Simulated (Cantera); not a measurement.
## Premixed flame

A freely propagating, adiabatic, planar premixed flame of C₃H₈ : O₂ : N₂ = 1 : 7.14 : 26.9 (molar parts), unburnt at 425 K and 0.132 atm; mixture-averaged transport, grid criteria slope 0.08 and curve 0.16, no radiation.

Model: GRI-Mech 3.0 (53 species, 325 reactions), integrated in Cantera. GRI-Mech 3.0 was tuned for natural gas; its chemistry of propane as a main component is partial and can be far from experiment. Burning velocities carry a grid error of a few per cent, more on coarse grids.

| z (mm) | T (K) | u (m/s) | x C₃H₈ | x O₂ | x N₂O | x CH₄ | x O | x CO |
|---|---|---|---|---|---|---|---|---|
| -6.59 | 425 | 0.856 | 0.0285 | 0.204 | <1e-8 | 2.25e-7 | <1e-8 | 1.49e-6 |
| -4.40 | 426 | 0.859 | 0.0285 | 0.203 | <1e-8 | 3.56e-6 | <1e-8 | 2.73e-5 |
| -3.30 | 430 | 0.868 | 0.0285 | 0.203 | <1e-8 | 1.63e-5 | <1e-8 | 0.000137 |
| -2.20 | 459 | 0.930 | 0.0282 | 0.200 | <1e-8 | 0.000111 | 1.27e-8 | 0.00107 |
| -1.10 | 725 | 1.50 | 0.0229 | 0.177 | <1e-8 | 0.000888 | 1.74e-6 | 0.0113 |
| -0.549 | 1069 | 2.25 | 0.00996 | 0.144 | <1e-8 | 0.00138 | 6.57e-5 | 0.0280 |
| 0 | 1411 | 3.03 | 0.000630 | 0.106 | <1e-8 | 0.000758 | 0.00114 | 0.0457 |
| 0.549 | 1543 | 3.32 | 2.46e-6 | 0.0842 | 1.68e-8 | 0.000131 | 0.00478 | 0.0459 |
| 1.10 | 1576 | 3.38 | <1e-8 | 0.0753 | 2.39e-8 | 1.25e-5 | 0.00734 | 0.0381 |
| 2.20 | 1610 | 3.44 | <1e-8 | 0.0688 | 2.92e-8 | 8.42e-8 | 0.00875 | 0.0264 |
| 4.40 | 1656 | 3.52 | <1e-8 | 0.0649 | 3.03e-8 | <1e-8 | 0.00877 | 0.0173 |
| 8.79 | 1714 | 3.62 | <1e-8 | 0.0629 | 3.26e-8 | <1e-8 | 0.00763 | 0.0135 |
| 17.6 | 1782 | 3.75 | <1e-8 | 0.0616 | 3.79e-8 | <1e-8 | 0.00579 | 0.0113 |
x: mole fraction of selected species; z is measured from the peak of heat release.

| Property | Result |
|---|---|
| laminar burning velocity | 85.6 cm/s |
| thermal thickness | 2.20 mm |
| peak x(CH₄) | 0.00138 |
| peak x(O) | 0.00892 |
| peak x(CO) | 0.0479 |
| grid points | 144 |
